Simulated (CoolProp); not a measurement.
Dodecamethylcyclohexasiloxane (D6) at 505.55 K and 0.0584 MPa is throttled through a valve to 0.0259 MPa with no heat exchange. Each further row changes one setting.

Computed with CoolProp (reference Helmholtz-energy equation of state, Colonna 2008). It is a short technical equation, of lower accuracy than the large ones.

```json
[
 {"case": "as stated", "temperature change (K)": "[?]", "final density (kg/m³)": "[?]"},
 {"case": "outlet pressure 0.00777 MPa", "temperature change (K)": "[?]", "final density (kg/m³)": "[?]"},
 {"case": "outlet pressure 0.0337 MPa", "temperature change (K)": "[?]", "final density (kg/m³)": "[?]"}
]
```

Q: Fill in the missing entries.

A: 
- as stated, temperature change (K): -0.6
- as stated, final density (kg/m³): 2.82
- outlet pressure 0.00777 MPa, temperature change (K): -0.9
- outlet pressure 0.00777 MPa, final density (kg/m³): 0.830
- outlet pressure 0.0337 MPa, temperature change (K): -0.4
- outlet pressure 0.0337 MPa, final density (kg/m³): 3.69
